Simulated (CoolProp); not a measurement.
Values from CoolProp's reference Helmholtz-energy equation of state, Akasaka 2023.

**Question.** Give the vapour pressure (MPa), vapour density (kg/m³), enthalpy of vaporisation (kJ/kg), liquid cp (kJ/(kg K)) of saturated R1224YDZ at -73.65, -65.65 °C.

**Answer.** 
```
T (°C)   p (MPa)  vapour density (kg/m³)  enthalpy of vaporisation (kJ/kg)  liquid cp (kJ/(kg K))
------  --------  ----------------------  --------------------------------  ---------------------
-73.65  0.000474                  0.0425                               210                   1.02
-65.65  0.000972                  0.0839                               206                   1.02
```
